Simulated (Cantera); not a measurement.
Charge: 1 mol Cu₂O, a varied amount of CO, held at 1798.15 K and 0.260 bar.

Method: chemical equilibrium by Gibbs-energy minimisation in Cantera with the NASA 1993 tables (ideal gas, pure condensed phases). Candidate condensed phases: C, Cu, CuO, Cu₂O; 15 gas species. Equilibrium is a limit: real reactors are often held back by kinetics, nucleation or transport.

x: gas mole fraction; n: condensed amount in mol.

| n(CO) (mol) | x CO | x CO₂ | x Cu | x O₂ | x Cu₂ | n Cu(l) |
|---|---|---|---|---|---|---|
| 1.2 | 0.166 | 0.832 | 0.00204 | ? | 3.88e-6 | 2.00 |
| 1.4 | 0.285 | 0.713 | 0.00204 | ? | 3.88e-6 | 2.00 |
| 1.6 | 0.374 | 0.624 | 0.00204 | ? | 3.88e-6 | 2.00 |
| 1.9 | 0.473 | 0.525 | 0.00204 | ? | 3.88e-6 | 2.00 |
| 2.3 | 0.564 | 0.434 | 0.00204 | ? | 3.88e-6 | 2.00 |
| 2.7 | 0.628 | 0.370 | 0.00204 | ? | 3.88e-6 | 1.99 |
| 3.2 | 0.686 | 0.312 | 0.00204 | ? | 3.88e-6 | 1.99 |
| 3.8 | 0.735 | 0.263 | 0.00204 | ? | 3.88e-6 | 1.99 |
| 4.5 | 0.776 | 0.222 | 0.00204 | ? | 3.88e-6 | 1.99 |
| 5.3 | 0.810 | 0.188 | 0.00204 | ? | 3.88e-6 | 1.99 |
| 6.3 | 0.840 | 0.158 | 0.00204 | ? | 3.88e-6 | 1.99 |
| 7.5 | 0.865 | 0.133 | 0.00204 | ? | 3.88e-6 | 1.98 |

Task: Some entries are withheld; supply them.

Result: 
- 1.2, x O₂: 3.92e-6
- 1.4, x O₂: 9.79e-7
- 1.6, x O₂: 4.35e-7
- 1.9, x O₂: 1.93e-7
- 2.3, x O₂: 9.27e-8
- 2.7, x O₂: 5.42e-8
- 3.2, x O₂: 3.24e-8
- 3.8, x O₂: 2.00e-8
- 4.5, x O₂: 1.28e-8
- 5.3, x O₂: 8.48e-9
- 6.3, x O₂: 5.58e-9
- 7.5, x O₂: 3.71e-9
